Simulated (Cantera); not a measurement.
A perfectly stirred reactor is fed with 18.4 % NO, 81.6 % N₂, at 0.230 bar; it is held at 1925 K, and followed from long to short residence time.

Model: GRI-Mech 3.0 (53 species, 325 reactions), integrated in Cantera.

x: mole fraction; the columns are a selection and need not sum to one.

```tsv
τ (s)	x NO	x N₂O	x N₂	x NO₂	x O
4.0	0.131	7.24e-6	0.842	4.45e-5	…
1.3	0.164	1.16e-5	0.826	3.60e-5	…
0.42	0.178	1.36e-5	0.819	2.63e-5	…
0.14	0.182	1.42e-5	0.817	2.12e-5	…
0.046	0.183	1.39e-5	0.817	1.83e-5	…
0.015	0.183	1.24e-5	0.816	1.49e-5	…
0.0049	0.184	9.39e-6	0.816	8.76e-6	…
0.0016	0.184	5.31e-6	0.816	2.82e-6	…
```

**Question.** Some entries are withheld; supply them.

**Answer.** 
- 4.0, x O: 0.000131
- 1.3, x O: 8.69e-5
- 0.42, x O: 6.07e-5
- 0.14, x O: 4.89e-5
- 0.046, x O: 4.24e-5
- 0.015, x O: 3.46e-5
- 0.0049, x O: 2.10e-5
- 0.0016, x O: 7.79e-6
